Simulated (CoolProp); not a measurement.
Vapour-liquid equilibrium of methane (1) + ethylene (2) at 62.1 kPa; x and y are mole fractions of (1).

Model: multi-fluid Helmholtz-energy mixture model, Setzmann 1991 and Smukala 2000; pair parameters Bell 2016, in CoolProp.

Task: Give the bubble temperature and the first vapour's composition at x = 0.05, 0.65, 0.95. Is there an azeotrope?

Result: x = 0.05: -132.1 °C, y = 0.797; x = 0.65: -163.7 °C, y = 0.997; x = 0.95: -166.6 °C, y = 1.000. No azeotrope shows between x = 0.05 and 0.95.

The pair parameters rest on a limited set of measurements; away from them the model extrapolates. With so large a gap from Raoult's law the liquid may split in two, which this calculation doesn't test in full.
